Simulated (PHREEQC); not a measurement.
Model water analysis in mg/L, 90 °C, pH 5.96, pe 11.4: Na 0.0095; K 0.00266; Ca 0.0276; Mg 0.0171; Cl 0.00422; S(6) as SO4 0.0836; Alkalinity as HCO3 0.09; O(0) (dissolved oxygen) 2.77e-05; Br 4.13e-05; Si as SiO2 0.00219; Ba 0.00201; Sr 0.00319; Li 5.91e-06.

Na is adjusted to close the charge balance.
Valence states are taken as typed.

Computed with PHREEQC (ion-association model, phreeqc.dat).

```json
{
  "ionic_strength": "6.74e-6 mol/kgw"
}
```

```json
[
 {"species": "CO2", "molality": "5.78e-6", "activity": "5.78e-6", "log γ": "0.000"},
 {"species": "HCO3-", "molality": "2.21e-6", "activity": "2.21e-6", "log γ": "-0.002"},
 {"species": "H+", "molality": "1.10e-6", "activity": "1.10e-6", "log γ": "-0.002"},
 {"species": "SO4-2", "molality": "8.69e-7", "activity": "8.57e-7", "log γ": "-0.006"},
 {"species": "Mg+2", "molality": "7.03e-7", "activity": "6.93e-7", "log γ": "-0.006"},
 {"species": "Ca+2", "molality": "6.88e-7", "activity": "6.79e-7", "log γ": "-0.006"},
 {"species": "Na+", "molality": "3.80e-7", "activity": "3.79e-7", "log γ": "-0.002"},
 {"species": "OH-", "molality": "3.60e-7", "activity": "3.59e-7", "log γ": "-0.002"},
 {"species": "Cl-", "molality": "1.19e-7", "activity": "1.19e-7", "log γ": "-0.002"},
 {"species": "K+", "molality": "6.80e-8", "activity": "6.78e-8", "log γ": "-0.002"}
]
```

No solid was allowed to form. Away from 25 °C the constants follow the database's enthalpies or fits; those with neither stay at their 25 °C values.
